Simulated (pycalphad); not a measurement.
CALPHAD calculation (pycalphad, COST 507 light-alloy database (1999)), 1 atm. These are 1990s assessments: newer ones move some temperatures and phases. Amounts are mole fractions of atoms.

**Question.** Give the equilibrium state of Al-0.3753Si-0.1337C (wt.%) at 650 K.

**Answer.** 
```
T = 650.00 K, P = 101325 Pa, N = 1 mol of atoms
G = -22514 J/mol, H = 9206 J/mol, S = 48.80 J/(mol K)  (SER reference)
chemical potentials (J/mol): Al -22386, Si -15618, C -73291
phase             fraction      x(Al)      x(Si)       x(C)
FCC_A1              0.9918     0.9981     0.0019   1.64e-14
AL8SIC7             0.0069     0.5000     0.0625     0.4375
DIAMOND_A4          0.0013   6.54e-09     1.0000   5.02e-14
```

**Question.** Give the equilibrium state of Al-0.3753Si-0.1337C (wt.%) at 950 K.

**Answer.** liquid, fraction 0.993, with 0.38 Si, <0.01 C wt.%; AL4C3, fraction 0.007, with 0.01 Si, 25.0 C wt.%.

Database names, with the compositions (at.%) that they take in these runs: AL4C3: Al 57 C 43; AL8SIC7: Al 50 C 44 Si 6. FCC_A1 is fcc; DIAMOND_A4 is diamond (Si).
